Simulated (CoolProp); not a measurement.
Dimethyl ether at several states: density (kg/m³) from the reference equation and from simpler models built on Tc = 127.2 °C, pc = 5.337 MPa, ω = 0.196; each cubic takes its own stable root.

Model: reference Helmholtz-energy equation of state, Wu 2011, in CoolProp.

```csv
T (°C),p (MPa),phase,reference
-96.85,18.3,liquid,838.2
-81.35,0.0256,liquid,808.7
-110.95,0.466,liquid,845.4
-64.15,0.135,liquid,787.2
```

Task: How far does each simpler model (van der Waals, Redlich-Kwong, Peng-Robinson) lie from the reference over these 4 states: mean and median of the absolute difference, and the worst?

Result: 
- van der Waals: mean 69.4 %, median 69.7 %, worst -99.9 % at -81.35 °C and 0.0256 MPa
- Redlich-Kwong: mean 10.1 %, median 10.0 %, worst -10.3 % at -110.95 °C and 0.466 MPa
- Peng-Robinson: mean 2.0 %, median 2.0 %, worst +2.9 % at -64.15 °C and 0.135 MPa

At some of these states van der Waals gives the other phase, because its saturation line lies elsewhere.
